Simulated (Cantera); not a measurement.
A perfectly stirred reactor is fed with 1.19 % H₂, 98.8 % O₂, at 1330 Pa; it is held at 1400 K, and followed from long to short residence time.

Cantera simulation using GRI-Mech 3.0 (53 species, 325 reactions); the numbers are that mechanism's predictions, not measurements. Radical loss at walls, strong at low pressure, is not modelled.

Task: Predict: x(H₂) at τ = 1.40 s; x(O₂) at τ = 1.40 s; x(H₂O) at τ = 1.40 s; x(OH) at τ = 1.40 s; x(H₂O₂) at τ = 1.40 s; x(H₂) at τ = 28.0 ms; x(O₂) at τ = 28.0 ms; x(H₂O) at τ = 28.0 ms; x(OH) at τ = 28.0 ms; x(H₂O₂) at τ = 28.0 ms.

Result: 
```json
{
 "x(H₂) at τ = 1.40 s": "2.81e-5",
 "x(O₂) at τ = 1.40 s": "0.984",
 "x(H₂O) at τ = 1.40 s": "0.0114",
 "x(OH) at τ = 1.40 s": "0.000899",
 "x(H₂O₂) at τ = 1.40 s": "7.91e-9",
 "x(H₂) at τ = 28.0 ms": "0.000263",
 "x(O₂) at τ = 28.0 ms": "0.978",
 "x(H₂O) at τ = 28.0 ms": "0.0106",
 "x(OH) at τ = 28.0 ms": "0.00169",
 "x(H₂O₂) at τ = 28.0 ms": "1.38e-8"
}
```
